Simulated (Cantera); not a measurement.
A closed system holds: 1 mol CuO, 2.4 mol F2, 2.2 mol H2, at 925 °C and 21.0 Pa.

Cantera equilibrium calculation (NASA polynomials, part measured and part estimated; ideal gas, pure solids and liquids). Candidate condensed phases: Cu, CuF2, CuO, Cu(OH)2, Cu2O, H2O; 27 gas species. Rates play no part.

Base state: HF 0.857, CuF 0.0728, O2 0.0675, CuF2 0.00269, H2O 0.000110, Cu 1.53e-5 (mole fractions); condensed: Cu2O(s).

Q: What changes in the equilibrium state with this change: H2 from 2.2 to 2.3 mol?

A: 
| species | before | after |
|---|---|---|
| HF | 0.857 | 0.902 |
| O2 | 0.0675 | 0.0587 |
| CuF | 0.0728 | 0.0386 |
| H2O | 0.000110 | 0.000433 |
| CuF2 | 0.00269 | 0.000733 |
| Cu | 1.53e-5 | 1.58e-5 |
| Cu2O(s), mol | 0.306 | 0.400 |

Q: What changes in the equilibrium state with this change: pressure from 21.0 Pa to 0.100 bar?

A: 
```json
[
 {"species": "HF", "before": "0.857", "after": "0.922"},
 {"species": "O2", "before": "0.0675", "after": "0.0633"},
 {"species": "CuF2", "before": "0.00269", "after": "0.0110"},
 {"species": "CuF", "before": "0.0728", "after": "0.00314"},
 {"species": "Cu", "before": "1.53e-5", "after": "6.97e-9"},
 {"species": "H2O", "before": "0.000110", "after": "0.000144"},
 {"species": "Cu2O(s), mol", "before": "0.306", "after": "0.396"},
 {"species": "CuF2(l), mol", "before": "0", "after": "0.141"}
]
```
Mutual solubility and eutectic melting of coexisting phases are not modelled.
